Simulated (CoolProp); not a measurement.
Vapour-liquid equilibrium of propylene (1) + R134a (2) at 2.18 MPa; x and y are mole fractions of (1).

The numbers come from the multi-fluid Helmholtz-energy mixture model, Lemmon 2013 and Tillner-Roth 1994; pair parameters Bell 2016 in CoolProp.

Task: Give the bubble temperature and the first vapour's composition at x = 0.2, 0.5, 0.95. Is there an azeotrope?

Result: x = 0.2: 333.4 K, y = 0.304; x = 0.5: 325.1 K, y = 0.575; x = 0.95: 324.7 K, y = 0.937. y crosses x between x = 0.65 and 0.8: the model has an azeotrope there.

Pair parameters are fitted to limited data, so mixtures are less certain than the pure fluids.
